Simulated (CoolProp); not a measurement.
Computed with CoolProp (reference Helmholtz-energy equation of state, Lemmon 2006). It is a short technical equation, of lower accuracy than the large ones.

### Question
For C3F8 (R218), give the phase and the density (kg/m³), speed of sound (m/s), fugacity coefficient at 234.6 K and 0.371 MPa; 234.6 K and 0.845 MPa; 234.6 K and 6.6 MPa.

### Answer
- 234.6 K and 0.371 MPa: liquid; density 1620, speed of sound 549, fugacity coefficient 0.244
- 234.6 K and 0.845 MPa: liquid; density 1620, speed of sound 553, fugacity coefficient 0.110
- 234.6 K and 6.6 MPa: liquid; density 1650, speed of sound 595, fugacity coefficient 0.0198
